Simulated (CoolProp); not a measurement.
Vapour-liquid equilibrium of ethylene (1) + ethane (2) at 13.4 bar; x and y are mole fractions of (1).

Model: multi-fluid Helmholtz-energy mixture model, Smukala 2000 and Bücker 2006; pair parameters Bell 2016, in CoolProp.

```json
[
 {"x": "0.05", "bubble temperature (K)": "249.5", "y at the bubble point": "0.081", "dew temperature at overall composition x (K)": "(withheld)", "liquid density (mol/L)": "14.94"},
 {"x": "0.125", "bubble temperature (K)": "247.3", "y at the bubble point": "0.191", "dew temperature at overall composition x (K)": "248.6", "liquid density (mol/L)": "15.09"},
 {"x": "0.2", "bubble temperature (K)": "245.4", "y at the bubble point": "0.290", "dew temperature at overall composition x (K)": "247.1", "liquid density (mol/L)": "15.23"},
 {"x": "0.275", "bubble temperature (K)": "243.6", "y at the bubble point": "0.379", "dew temperature at overall composition x (K)": "(withheld)", "liquid density (mol/L)": "15.36"},
 {"x": "0.35", "bubble temperature (K)": "241.9", "y at the bubble point": "0.461", "dew temperature at overall composition x (K)": "244.2", "liquid density (mol/L)": "15.50"},
 {"x": "0.425", "bubble temperature (K)": "240.4", "y at the bubble point": "0.538", "dew temperature at overall composition x (K)": "242.7", "liquid density (mol/L)": "15.63"},
 {"x": "0.5", "bubble temperature (K)": "239.0", "y at the bubble point": "0.609", "dew temperature at overall composition x (K)": "241.2", "liquid density (mol/L)": "15.76"},
 {"x": "0.575", "bubble temperature (K)": "237.6", "y at the bubble point": "0.677", "dew temperature at overall composition x (K)": "239.7", "liquid density (mol/L)": "15.89"},
 {"x": "0.65", "bubble temperature (K)": "236.2", "y at the bubble point": "0.741", "dew temperature at overall composition x (K)": "238.1", "liquid density (mol/L)": "16.02"},
 {"x": "0.725", "bubble temperature (K)": "234.9", "y at the bubble point": "0.802", "dew temperature at overall composition x (K)": "236.6", "liquid density (mol/L)": "16.15"},
 {"x": "0.8", "bubble temperature (K)": "233.7", "y at the bubble point": "0.860", "dew temperature at overall composition x (K)": "235.0", "liquid density (mol/L)": "(withheld)"},
 {"x": "0.875", "bubble temperature (K)": "232.5", "y at the bubble point": "0.915", "dew temperature at overall composition x (K)": "233.4", "liquid density (mol/L)": "16.41"},
 {"x": "0.95", "bubble temperature (K)": "(withheld)", "y at the bubble point": "0.967", "dew temperature at overall composition x (K)": "231.7", "liquid density (mol/L)": "16.54"}
]
```

Question: Complete the blanks.

Answer: 
- 0.05, dew temperature at overall composition x (K): 250.1
- 0.275, dew temperature at overall composition x (K): 245.7
- 0.8, liquid density (mol/L): 16.28
- 0.95, bubble temperature (K): 231.3

No azeotrope shows between x = 0.05 and 0.95.

The pair parameters rest on a limited set of measurements; away from them the model extrapolates.
